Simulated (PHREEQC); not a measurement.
1.1 g of hydrous ferric oxide (600 m²/g; 0.2 weak and 0.005 strong sites per Fe, Dzombak-Morel constants, diffuse double layer) in 1 kg of water with 0.005 mol/kgw of an inert sodium salt and 5.8 mmol/kgw MnCl2 and 0.43 mmol/kgw Ag2SO4, at 25 °C; the pH is set by adding NaOH or the inert anion's acid. The system is closed to oxygen. The system is closed to CO2. No solid was allowed to form.

The series has 13 steps of pH, from 4 to 10.

Computed with PHREEQC (ion-association model, wateq4f.dat).

Question: Near which pH is half of the S sorbed, and on which side is more sorbed?

Answer: Near pH 6.9, with more sorbed at lower pH.

Along this series the solution becomes supersaturated in solids that the run did not let form, among them Pyrochroite, Cerargyrite.
